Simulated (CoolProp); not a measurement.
A Linde-Hampson liquefier for dry air: isothermal reversible compression at 290 K from 1 atm to 40 MPa, throttling to 1 atm, return gas leaving the recuperator 2 K below the feed. Each further row changes one setting.

Model: reference Helmholtz-energy equation of state, Lemmon 2000, in CoolProp. It is a pseudo-pure fit of the blend.

| case | liquid yield per pass | compression work (kJ/kg of gas) |
|---|---|---|
| as stated | 0.112 | 501 |
| high pressure 80 MPa | 0.081 | 582 |
| warm-end temperature 320 K | 0.082 | 557 |
| warm-end gap 7 K | 0.101 | 501 |
